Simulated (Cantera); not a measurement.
A closed system holds: 1 mol SiC, 0.11 mol H2O, a varied amount of N2, equilibrated at 1725 °C and 0.0133 bar.

Cantera equilibrium calculation (NASA polynomials, part measured and part estimated; ideal gas, pure solids and liquids). Candidate condensed phases: C, C6H6, C7H8, C8H18, H2O, Si, SiC, SiO2, Si2N2O, Si3N4; 151 gas species. Rates play no part.

Question: What share of the Si ends up in condensed phases as a function of n(N2) (mol), at 2.2, 5, 11, 26, 60, 140, 320?

Answer: 
```
n(N2) (mol)  Si condensed (%)      as
-----------  ----------------  ------
2.2                      94.2  SiC(s)
5                        93.9  SiC(s)
11                       93.4  SiC(s)
26                       92.3  SiC(s)
60                       90.7  SiC(s)
140                      88.6  SiC(s)
320                      85.7  SiC(s)
```
